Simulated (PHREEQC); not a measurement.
1 kg of water holding 0.51 mol/kgw KCl and 0.089 mol/kgw H3BO3 is evaporated at 25 °C; the solids stay in contact with the brine. CO2 from the air is kept out. Only these solids could form: Sylvite, Boric_acid,s, KB5O8:4H2O, K2B4O7:4H2O.

Computed with PHREEQC (Pitzer model, pitzer.dat).

| water left (kg) | ionic strength | water activity | Sylvite (mol) |
|---|---|---|---|
| 1 | 0.510 | 0.982 | 0 |
| 0.8219 | 0.621 | 0.978 | 0 |
| 0.5552 | 0.919 | 0.968 | 0 |
| 0.4563 | 1.12 | … | 0 |
| 0.375 | 1.36 | 0.953 | 0 |
| 0.3082 | 1.65 | 0.943 | 0 |
| 0.2082 | 2.45 | … | 0 |
| 0.1711 | 2.98 | 0.898 | 0 |
| 0.1407 | 3.63 | 0.876 | 0 |
| 0.09502 | 4.99 | 0.829 | … |
| 0.07809 | 5.03 | 0.826 | 0.117 |
| 0.06418 | 5.08 | 0.823 | 0.184 |
| 0.05276 | 5.12 | 0.820 | 0.240 |
| 0.03564 | 5.12 | 0.820 | 0.328 |
| 0.0293 | 5.12 | 0.820 | 0.360 |
| 0.02407 | 5.12 | 0.820 | 0.387 |
| 0.01627 | 5.12 | 0.820 | 0.427 |
| 0.01337 | 5.12 | 0.820 | … |
| 0.01099 | 5.12 | 0.820 | 0.454 |
| 0.00903 | 5.12 | 0.820 | … |
| 0.006093 | 5.12 | 0.820 | 0.479 |
| 0.005012 | 5.12 | 0.820 | 0.484 |

Question: What belongs in the gaps?

Answer: 
- 0.4563, water activity: 0.961
- 0.2082, water activity: 0.916
- 0.09502, Sylvite (mol): 0.0361
- 0.01337, Sylvite (mol): 0.442
- 0.00903, Sylvite (mol): 0.464

Species that the database lacks are ignored.
